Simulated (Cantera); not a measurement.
An isothermal, constant-pressure homogeneous reactor starts with 8.49 % CO, 2.65 % O2, 0.363 % H2O, 88.5 % N2, equivalence ratio 1.6, at 1225 K and 8.40 bar.

Detailed kinetics in Cantera: GRI-Mech 3.0 (53 species, 325 reactions). The temperature is held fixed by assumption; the heat of reaction is taken as removed at once.

One state of this run: x CO = 0.0318; x O2 = 1.54e-10; x H2O = 0.00280; x H2O2 = <1e-12; x NO = 1.16e-8; x H2 = 0.000921. x: mole fraction; the columns are a selection and need not sum to one.

### Question
Which value of t (s) does it belong to?
(A) 2.52
(B) 15.9
(C) 0.000631
(D) 0.00399

### Answer
B, 15.9
